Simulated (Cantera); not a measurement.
A perfectly stirred reactor is fed with NO : N2 = 1 : 0.57 (molar parts), at 69.0 Torr; it is held at 1898 K, and followed from long to short residence time.

Model: GRI-Mech 3.0 (53 species, 325 reactions), integrated in Cantera.

What does this change do: NO 1 to 0.68 parts?


| quantity | before | after |
|---|---|---|
| x(NO) at τ = 4.10 s | 0.463 | 0.408 |
| x(N2O) at τ = 4.10 s | 7.68e-5 | 6.08e-5 |
| x(O) at τ = 4.10 s | 0.000306 | 0.000272 |
| x(NO2) at τ = 4.10 s | 0.000185 | 0.000145 |
| x(N2) at τ = 4.10 s | 0.450 | 0.524 |
| x(NO) at τ = 0.200 s | 0.627 | 0.536 |
| x(N2O) at τ = 0.200 s | 0.000152 | 0.000112 |
| x(O) at τ = 0.200 s | 0.000129 | 0.000115 |
| x(NO2) at τ = 0.200 s | 8.51e-5 | 6.62e-5 |
| x(N2) at τ = 0.200 s | 0.368 | 0.460 |
